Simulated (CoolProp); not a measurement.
Vapour-liquid equilibrium of n-hexane (1) + m-xylene (2) at 42.85 °C; x and y are mole fractions of (1).

Values from CoolProp's multi-fluid Helmholtz-energy mixture model, Thol 2019 and Zhou 2012; pair parameters Bell 2016.

Give the bubble pressure and the first vapour's composition at x = 0.125, 0.275, 0.5. Is there an azeotrope?

x = 0.125: 0.008626 MPa, y = 0.703; x = 0.275: 0.01626 MPa, y = 0.870; x = 0.5: 0.02615 MPa, y = 0.942. No azeotrope shows between x = 0.05 and 0.95.

Pair parameters are fitted to limited data, so mixtures are less certain than the pure fluids.
